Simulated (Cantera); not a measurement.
A closed system holds: 1 mol SiH4, 0.26 mol C2H2, 680 mol H2, 0.31 mol C2H4, at 1923 K and 100000 Pa.

Method: chemical equilibrium by Gibbs-energy minimisation in Cantera with the NASA 1993 tables (ideal gas, pure condensed phases). Candidate condensed phases: C, C6H6, C7H8, C8H18, Si, SiC; 87 gas species. Rates play no part.

Base state: H2 0.999, H 0.000941, CH4 0.000146, C2H2 (acetylene) 3.50e-5 (mole fractions); condensed: SiC(s).

What changes in the equilibrium state with this change: temperature from 1923 K to 2525 K?


| species | before | after |
|---|---|---|
| H2 | 0.999 | 0.970 |
| H | 0.000941 | 0.0276 |
| Si | 2.48e-6 | 0.000949 |
| SiC2 | 5.49e-9 | 1.73e-5 |
| Si2C | 4.85e-8 | 2.42e-5 |
| SiH | 2.03e-6 | 0.000238 |
| C2H2 (acetylene) | 3.50e-5 | 0.000763 |
| SiC(s), mol | 0.990 | 0 |
Gases not in the tables: Si2H6 and higher silanes.
